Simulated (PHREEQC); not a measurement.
Consider water at 25 °C with 0.006 mol/kgw NH4HS. Closed to the air; pH follows from the charge balance.

Computed with PHREEQC (ion-association model, phreeqc.dat).

```json
{
  "pH": "8.09",
  "ionic_strength": "0.00564 mol/kgw",
  "specific_conductance": "743 µS/cm",
  "total_alkalinity": "6.00 meq/kg"
}
```

| species | molality | activity | log γ |
|---|---|---|---|
| NH4+ | 0.00564 | 0.00519 | -0.036 |
| HS- | 0.00563 | 0.00519 | -0.035 |
| H2S | 0.000367 | 0.000367 | 0.001 |
| NH3 | 0.000365 | 0.000366 | 0.001 |
| OH- | 1.36e-6 | 1.25e-6 | -0.035 |
| S-2 | 1.06e-7 | 7.76e-8 | -0.136 |
| H+ | 8.69e-9 | 8.08e-9 | -0.031 |

No solid was allowed to form.
